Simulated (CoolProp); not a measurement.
Aqueous ethylene glycol as a coolant, at -2 °C, 1 atm.

Model: Melinder's fits for secondary coolants, in CoolProp.

| mass % | freezing point (°C) | cp (kJ/(kg K)) | conductivity (W/(m K)) | viscosity (mPa s) | density (kg/m³) |
|---|---|---|---|---|---|
| 13.5 | -4.8 | 3.976 | ? | 2.80 | 1019 |
| 18.7 | ? | 3.882 | ? | 3.29 | 1027 |
| 23.8 | -10.2 | 3.783 | 0.467 | 3.85 | 1036 |
| 28.9 | -13.7 | 3.676 | 0.448 | 4.50 | 1044 |
| 34 | -17.9 | ? | ? | ? | 1052 |
| 39.2 | -23.0 | 3.444 | 0.411 | 6.16 | 1060 |
| 44.3 | -28.7 | 3.325 | 0.394 | 7.23 | ? |
| 49.4 | -35.2 | 3.206 | 0.377 | 8.51 | 1075 |
| 54.6 | -42.6 | ? | 0.362 | 10.1 | 1082 |
| 59.7 | -50.7 | 2.961 | 0.347 | 11.9 | 1088 |

Task: Complete the blanks.

Result: 
- 13.5, conductivity (W/(m K)): 0.507
- 18.7, freezing point (°C): -7.3
- 18.7, conductivity (W/(m K)): 0.487
- 34, cp (kJ/(kg K)): 3.563
- 34, conductivity (W/(m K)): 0.429
- 34, viscosity (mPa s): 5.25
- 44.3, density (kg/m³): 1067
- 54.6, cp (kJ/(kg K)): 3.083
